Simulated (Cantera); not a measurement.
A freely propagating, adiabatic, planar premixed flame of 11.5 % CH4, 1.50 % CO, 18.3 % O2, 68.7 % N2, unburnt at 300 K and 120000 Pa; mixture-averaged transport, grid criteria slope 0.08 and curve 0.16, no radiation.

Cantera simulation using GRI-Mech 3.0 (53 species, 325 reactions); the numbers are that mechanism's predictions, not measurements. Burning velocities carry a grid error of a few per cent, more on coarse grids.

x: mole fraction of selected species; z is measured from the peak of heat release.

```
z (mm)  T (K)  u (m/s)     x CH4    x CO      x O2    x HCN    x C2H    x N2O
------  -----  -------  --------  ------  --------  -------  -------  -------
-1.51     300    0.250     0.115  0.0149     0.183    <1e-8    <1e-8    <1e-8
-1.01     303    0.254     0.114  0.0149     0.182    <1e-8    <1e-8    <1e-8
-0.754    319    0.268     0.113  0.0151     0.180  2.95e-8    <1e-8    <1e-8
-0.503    448    0.381     0.104  0.0178     0.171  5.37e-7    <1e-8    <1e-8
-0.251   1001    0.870    0.0672  0.0358     0.123  5.32e-6    <1e-8  1.06e-8
-0.126   1431     1.26    0.0356  0.0543    0.0778  1.14e-5    <1e-8  2.22e-8
0        1798     1.59   0.00849  0.0718    0.0314  2.09e-5  4.24e-7  3.12e-8
0.126    1948     1.72  0.000787  0.0737   0.00845  2.55e-5  6.21e-7  2.71e-8
0.251    1984     1.75       ___  0.0690       ___      ___      ___      ___
0.503    2005     1.76       ___  0.0646       ___      ___    <1e-8      ___
1.01     2025     1.77     <1e-8  0.0636  0.000291  2.15e-6    <1e-8  1.05e-8
2.01     2044     1.79     <1e-8  0.0639  0.000139  3.67e-7    <1e-8    <1e-8
4.02     2059     1.80     <1e-8  0.0642   5.09e-5  5.17e-8    <1e-8    <1e-8
```

Problem. Fill in the missing entries.

Solution. 
- 0.251, x CH4: 5.58e-5
- 0.251, x O2: 0.00231
- 0.251, x HCN: 1.89e-5
- 0.251, x C2H: 1.39e-7
- 0.251, x N2O: 2.05e-8
- 0.503, x CH4: 5.88e-7
- 0.503, x O2: 0.000566
- 0.503, x HCN: 8.30e-6
- 0.503, x N2O: 1.43e-8
